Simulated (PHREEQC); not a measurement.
Model water analysis in mg/kgw, 25 °C, pH 2.13, pe 8.4:

```
constituent  mg/kgw
-----------  ------
Na               38
K               178
Ca              131
Mg               28
Cl             12.7
S(6) as SO4    1450
Zn             9.38
Pb             52.2
```

Na is adjusted to close the charge balance.
Valence states are taken as typed.

All values are PHREEQC results (ion-association model, phreeqc.dat), not measurements.

Precipitation was switched off in this run.

### Question
Order these Zn species by the share of Zn that they hold, largest first: ZnSO4, Zn(SO4)2-2, Zn+2.

### Answer
Zn+2 (63 %), ZnSO4 (35 %), Zn(SO4)2-2 (2.7 %)

The pH is 2.13 and the ionic strength 0.0355 mol/kgw. Saturation is exceeded, for instance for Anglesite; the values hold only as long as no solid forms.
